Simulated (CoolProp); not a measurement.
Vapour-liquid equilibrium of carbon dioxide (1) + n-butane (2) at -37.35 °C; x and y are mole fractions of (1).

Model: multi-fluid Helmholtz-energy mixture model, Span 1996 and Bücker 2006; pair parameters Kunz 2012, in CoolProp.

```
x      bubble pressure, mixture model (bar)  bubble pressure, Raoult's law (bar)  y, mixture model  y, Raoult's law
-----  ------------------------------------  -----------------------------------  ----------------  ---------------
0.05                                  1.490                               0.7370             0.870            0.750
0.125                                 3.323                                1.552             0.942            0.891
0.2                                   4.877                                2.367             0.961            0.935
0.275                                 6.089                                3.182             0.970            0.956
0.35                                  6.979                                3.997             0.974            0.969
0.425                                 7.612                                4.812             0.977            0.977
0.5                                   8.067                                5.627             0.979            0.983
0.575                                 8.422                                6.442             0.980            0.987
0.65                                  8.738                                7.258             0.982            0.991
0.725                                 9.068                                8.073             0.983            0.993
0.8                                   9.453                                8.888             0.986            0.996
0.875                                 9.929                                9.703             0.989            0.998
0.95                                  10.54                                10.52             0.995            0.999
```

The largest gap from Raoult's law is +114.1 % in bubble pressure, at x = 0.125. No azeotrope shows between x = 0.05 and 0.95.

The pair parameters rest on a limited set of measurements; away from them the model extrapolates. With so large a gap from Raoult's law the liquid may split in two, which this calculation doesn't test in full.
